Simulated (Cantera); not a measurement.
Input: 1 mol Si3N4, 0.41 mol O2, 650 mol H2, held at 2.70 mbar.

Equilibrium computed with Cantera from the NASA thermochemical tables; the gas is ideal and each condensed phase is pure. Candidate condensed phases: H2O, Si, SiO2, Si2N2O, Si3N4; 35 gas species. Mutual solubility and eutectic melting of coexisting phases are not modelled. Equilibrium is a limit: real reactors are often held back by kinetics, nucleation or transport.

What share of the Si ends up in condensed phases as a function of T (K), at 1050, 1125, 1200, 1275, 1350, 1425, 1500, 1575, 1650?


```tsv
T (K)	Si condensed (%)	as
1050	100.0	Si2N2O(s) + Si3N4(s)
1125	100.0	Si2N2O(s) + Si3N4(s)
1200	100.0	Si2N2O(s) + Si3N4(s)
1275	100.0	Si2N2O(s) + Si3N4(s)
1350	99.9	Si(s) + Si2N2O(s) + Si3N4(s)
1425	98.0	Si(s) + Si2N2O(s)
1500	72.5	Si(s)
1575	72.1	Si(s)
1650	70.1	Si(s)
```
